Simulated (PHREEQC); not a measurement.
Consider water at 20 °C with 0.00095 mol Ca(HCO3)2 and 0.065 mol Na2SO4 per kg of water. Closed to the air; pH follows from the charge balance.

All values are PHREEQC results (ion-association model, phreeqc.dat), not measurements.

Precipitation was switched off in this run.

### Question
Order these C species by the share of C that they hold, largest first: HCO3-, NaHCO3, NaCO3-, CO2, CO3-2.

### Answer
HCO3- (93 %), NaHCO3 (3.5 %), CO2 (1.6 %), CO3-2 (0.94 %), NaCO3- (0.53 %)

The pH is 8.01 and the ionic strength 0.176 mol/kgw. Species that the database lacks are ignored.
